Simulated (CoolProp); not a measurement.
Properties of ethanol along the isotherm 98.25 °C.

The numbers come from the reference Helmholtz-energy equation of state, Schroeder 2014 in CoolProp.

| p (bar) | phase | density (kg/m³) | viscosity (µPa s) | conductivity (mW/(m K)) |
|---|---|---|---|---|
| 0.496 | gas | 0.7488 | 11.0 | 22.7 |
| 0.881 | gas | 1.343 | 11.0 | 22.8 |
| 1.57 | gas | 2.436 | 11.0 | 23.0 |
| 2.79 | liquid | 716.0 | 333 | 151 |
| 4.96 | liquid | 716.4 | 333 | 151 |
| 8.81 | liquid | 716.9 | 335 | 152 |
| 15.7 | liquid | 718.0 | 337 | 152 |
| 27.9 | liquid | 719.7 | 341 | 153 |
| 49.6 | liquid | 722.8 | 348 | 154 |
| 88.1 | liquid | 727.9 | 360 | 156 |
| 157 | liquid | 736.2 | 381 | 160 |

Viscosity comes from a separate model (Kiselev 2005). Thermal conductivity comes from a separate model (Assael 2013).
